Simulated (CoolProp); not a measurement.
Properties of cyclohexane along the isotherm 86.25 °C.

Values from CoolProp's reference Helmholtz-energy equation of state, Zhou 2014.

| p (kPa) | phase | density (kg/m³) | isothermal compressibility (1/MPa) | expansivity (1/kK) |
|---|---|---|---|---|
| 2550 | liquid | 717.2 | 0.001876 | 1.397 |
| 5100 | liquid | … | 0.001783 | 1.353 |
| 7650 | liquid | 723.7 | 0.001699 | 1.314 |
| 10200 | liquid | 726.8 | 0.001624 | … |
| 12800 | liquid | 729.8 | 0.001555 | 1.244 |
| 15300 | liquid | … | 0.001494 | 1.215 |
| 17900 | liquid | 735.4 | 0.001436 | 1.186 |
| 20400 | liquid | … | 0.001385 | 1.161 |
| 23000 | liquid | … | … | 1.136 |
| 25500 | liquid | 743.0 | 0.001293 | 1.113 |
| 28100 | liquid | 745.5 | 0.001251 | 1.092 |
| 30600 | liquid | 747.8 | 0.001213 | 1.072 |
| 33200 | liquid | 750.1 | 0.001177 | … |
| 35700 | liquid | 752.3 | 0.001144 | 1.035 |
| 38300 | liquid | 754.5 | 0.001112 | 1.018 |
| 40800 | liquid | 756.6 | 0.001083 | 1.002 |

Q: Complete the blanks.

A: 
- 5100, density (kg/m³): 720.5
- 10200, expansivity (1/kK): 1.278
- 15300, density (kg/m³): 732.6
- 20400, density (kg/m³): 738.0
- 23000, density (kg/m³): 740.6
- 23000, isothermal compressibility (1/MPa): 0.001337
- 33200, expansivity (1/kK): 1.053
